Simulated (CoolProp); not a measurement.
Vapour pressure (bar) of sulfur hexafluoride: the reference equation beside estimates from Tc = 318.7 K, pc = 37.55 bar, ω = 0.210.

Model: reference Helmholtz-energy equation of state, Guder 2009, in CoolProp.

```tsv
T (K)	reference	van der Waals	Redlich-Kwong	Soave-Redlich-Kwong
241.9	[?]	11.23	6.272	[?]
250.9	6.407	13.36	[?]	6.538
259.8	[?]	15.69	10.54	8.670
268.8	11.08	18.29	13.29	11.31
277.8	14.20	21.15	16.49	14.49
286.8	17.93	24.28	20.18	18.28
295.8	22.36	27.67	24.37	22.73
304.8	27.56	31.33	29.10	[?]
313.7	33.63	35.23	34.34	33.84
```

**Question.** Complete the blanks.

**Answer.** 
- 241.9, reference: 4.711
- 241.9, Soave-Redlich-Kwong: 4.805
- 250.9, Redlich-Kwong: 8.225
- 259.8, reference: 8.494
- 304.8, Soave-Redlich-Kwong: 27.92

Absolute difference from the reference over all 9 rows, mean and median: van der Waals 58.1 and 48.9 %, Redlich-Kwong 16.8 and 16.1 %, Soave-Redlich-Kwong 1.8 and 2.0 %.
